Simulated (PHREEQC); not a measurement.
Reverse-osmosis permeate: speciation

A made-up water analysis in mg/kgw, 25 °C, pH 5.75, pe -0.7:

```
constituent          mg/kgw
------------------  -------
Na                     2.85
K                      3.21
Ca                     2.15
Mg                     1.32
Cl                     3.26
S(6) as SO4            9.12
Alkalinity as HCO3     8.28
F                   0.00855
```

Valence states are taken as typed.

All values are PHREEQC results (ion-association model, phreeqc.dat), not measurements.

```json
{
 "ionic_strength": "0.000618 mol/kgw",
 "charge_balance_error": "0.5 %"
}
```

```tsv
species	molality	activity	log γ
CO2	0.000534	0.000534	0.000
HCO3-	0.000137	0.000134	-0.012
Na+	0.000124	0.000121	-0.012
SO4-2	9.32e-5	8.33e-5	-0.049
Cl-	9.19e-5	8.94e-5	-0.012
K+	8.20e-5	7.98e-5	-0.012
Mg+2	5.33e-5	4.77e-5	-0.048
```

No solid was allowed to form. Species that the database lacks are ignored.
